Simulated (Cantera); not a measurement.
Feed: 1 mol SiH4, a varied amount of NO, at 775 K and 9.30 Pa.

These are equilibrium values from Cantera (NASA tables, ideal gas, pure condensed phases), not measurements of a reactor. Candidate condensed phases: H2O, Si, SiO2, Si2N2O, Si3N4; 35 gas species. Rates play no part.

**Question.** Which condensed phases are stable at each of these points (n(NO) (mol)): 0.26, 0.39, 0.57, 0.86, 1.3, 1.9, 2.8, 4.2, 6.3, 9.4, 14?

**Answer.** 
```tsv
n(NO) (mol)	condensed phases	Si condensed (%)
0.26	Si(s) + SiO2(α-quartz) + Si2N2O(s)	100.0
0.39	Si(s) + SiO2(α-quartz) + Si2N2O(s)	100.0
0.57	Si(s) + SiO2(α-quartz) + Si2N2O(s)	100.0
0.86	SiO2(α-quartz) + Si2N2O(s)	100.0
1.3	SiO2(α-quartz) + Si2N2O(s)	100.0
1.9	SiO2(α-quartz) + Si2N2O(s)	100.0
2.8	SiO2(α-quartz)	100.0
4.2	SiO2(α-quartz)	100.0
6.3	SiO2(α-quartz)	100.0
9.4	SiO2(α-quartz)	100.0
14	SiO2(α-quartz)	100.0
```

From 0.26 mol NO to 0.57 mol NO the condensed part is Si(s) + SiO2(α-quartz) + Si2N2O(s). From 0.86 mol NO to 1.9 mol NO the condensed part is SiO2(α-quartz) + Si2N2O(s). From 2.8 mol NO to 14 mol NO the condensed part is SiO2(α-quartz).
